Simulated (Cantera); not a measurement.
A closed system holds: 1 mol Ti, 0.051 mol C3H8, equilibrated at 1850 °C and 10000 Pa.

Method: chemical equilibrium by Gibbs-energy minimisation in Cantera with the NASA 1993 tables (ideal gas, pure condensed phases). Candidate condensed phases: C, C6H6, C7H8, C8H18, Ti, TiC; 77 gas species. Mutual solubility and eutectic melting of coexisting phases are not modelled. TiC: taken at fixed stoichiometry. Condensed phases not in the tables: N, O or C dissolved in the metal. Rates play no part.

Base state: H2 0.988, H 0.0113, Ti 0.000455 (mole fractions); condensed: Ti(l) + TiC(s).

### Question
What changes in the equilibrium state with this change: temperature from 1850 °C to 1902 °C?

### Answer
```
species        before     after
-----------  --------  --------
H2              0.988     0.984
H              0.0113    0.0153
Ti           0.000455  0.000819
Ti(l), mol      0.847     0.847
TiC(s), mol     0.153     0.153
```

### Question
What changes in the equilibrium state with this change: Ti replaced by Ti(OiPr)4?

### Answer
```json
[
 {"species": "H2", "before": "0.988", "after": "0.770"},
 {"species": "CO", "before": "0", "after": "0.219"},
 {"species": "H", "before": "0.0113", "after": "0.00996"},
 {"species": "Ti", "before": "0.000455", "after": "7.19e-8"},
 {"species": "C2H2 (acetylene)", "before": "<1e-9", "after": "0.00128"},
 {"species": "CH4", "before": "4.82e-9", "after": "1.85e-5"},
 {"species": "Ti(l), mol", "before": "0.847", "after": "0"},
 {"species": "TiC(s), mol", "before": "0.153", "after": "1.000"},
 {"species": "C(graphite), mol", "before": "0", "after": "7.11"}
]
```
The feed counts by its element totals alone. Further candidate phases: H2O, TiO, TiO2, Ti2O3, Ti3O5, Ti4O7.
